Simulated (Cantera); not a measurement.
## Ignition delay

Mixture: CH3OH : O2 : N2 : H2O = 1 : 1 : 3.76 : 1.3 (molar parts), at 9.10 bar, adiabatic and at constant pressure. Ignition delay is the time to a rise of 400 K.

Detailed kinetics in Cantera: GRI-Mech 3.0 (53 species, 325 reactions). GRI-Mech 3.0 was tuned for natural gas; its chemistry of methanol as a main component is partial and can be far from experiment.

```csv
T0 (K),delay (ms)
1125,4.53
1225,0.752
1325,0.166
1425,0.0472
1525,0.0166
1625,0.00704
1725,0.00350
1825,0.00200
```

- apparent activation energy between 1625 and 1825 K = 150 kJ/mol
